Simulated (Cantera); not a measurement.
An adiabatic, constant-volume homogeneous reactor starts with C₂H₄ : O₂ : N₂ : CO₂ = 1 : 2.73 : 10.3 : 0.19 (molar parts), equivalence ratio 1.1, at 1025 K and 31000 Pa.

Cantera simulation using GRI-Mech 3.0 (53 species, 325 reactions); the numbers are that mechanism's predictions, not measurements. GRI-Mech 3.0 was tuned for natural gas; its chemistry of ethylene as a main component is partial and can be far from experiment.

Question: Predict: time of steepest temperature rise; temperature at 3.00 s; equilibrium temperature; x(O₂) at 3.00 s; x(N₂O) at 3.00 s; x(H₂O₂) at 3.00 s; x(HCN) at 3.00 s; x(CO₂) at 3.00 s.

Answer: 
```json
{
  "time_of_steepest_temperature_rise": "56.5 ms",
  "temperature at 3.00 s": "2784 K",
  "equilibrium_temperature": "2784 K",
  "x(O₂) at 3.00 s": "0.0181 (gas-phase equilibrium 0.0181)",
  "x(N₂O) at 3.00 s": "4.81e-7 (gas-phase equilibrium 4.81e-7)",
  "x(H₂O₂) at 3.00 s": "1.57e-7 (gas-phase equilibrium 1.57e-7)",
  "x(HCN) at 3.00 s": "2.40e-9 (gas-phase equilibrium 2.40e-9)",
  "x(CO₂) at 3.00 s": "0.0682 (gas-phase equilibrium 0.0682)"
}
```
